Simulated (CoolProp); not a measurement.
Model: reference Helmholtz-energy equation of state, Zhou 2011, in CoolProp.

For dimethyl carbonate, give the phase and the Z, cp (kJ/(kg K)), isothermal compressibility (1/MPa), expansivity (1/kK) at 529.4 K and 6.85 bar; 547 K and 6.85 bar; 591.2 K and 6.85 bar.


- 529.4 K and 6.85 bar: gas; Z 0.941, cp 1.77, isothermal compressibility 1.56, expansivity 2.30
- 547 K and 6.85 bar: gas; Z 0.947, cp 1.80, isothermal compressibility 1.54, expansivity 2.18
- 591.2 K and 6.85 bar: gas; Z 0.960, cp 1.87, isothermal compressibility 1.52, expansivity 1.94
